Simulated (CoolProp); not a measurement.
Vapour pressure (bar) of cis-2-butene: the reference equation beside estimates from Tc = 162.6 °C, pc = 42.36 bar, ω = 0.202. Clausius-Clapeyron is anchored at 79.35 °C with a constant enthalpy of vaporisation of 18.21 kJ/mol.

Model: reference Helmholtz-energy equation of state, Lemmon 2005, in CoolProp. It is a short technical equation, of lower accuracy than the large ones.

```csv
T (°C),reference,Clausius-Clapeyron,van der Waals,Soave-Redlich-Kwong
13.15,1.432,2.179,(withheld),1.429
29.75,2.483,3.314,8.193,2.487
46.25,4.028,4.815,(withheld),4.050
62.85,6.218,(withheld),13.67,6.277
79.35,9.168,9.168,17.09,9.288
95.85,13.04,12.10,21.02,13.25
112.45,18.04,(withheld),(withheld),18.36
128.95,(withheld),19.73,(withheld),(withheld)
```

Question: Complete the blanks.

Answer: 
- 13.15, van der Waals: 6.097
- 46.25, van der Waals: 10.70
- 62.85, Clausius-Clapeyron: 6.757
- 112.45, Clausius-Clapeyron: 15.63
- 112.45, van der Waals: 25.49
- 128.95, reference: 24.31
- 128.95, van der Waals: 30.47
- 128.95, Soave-Redlich-Kwong: 24.71

Absolute difference from the reference over all 8 rows, mean and median: Clausius-Clapeyron 19.2 and 16.1 %, van der Waals 131.9 and 103.1 %, Soave-Redlich-Kwong 1.0 and 1.1 %.
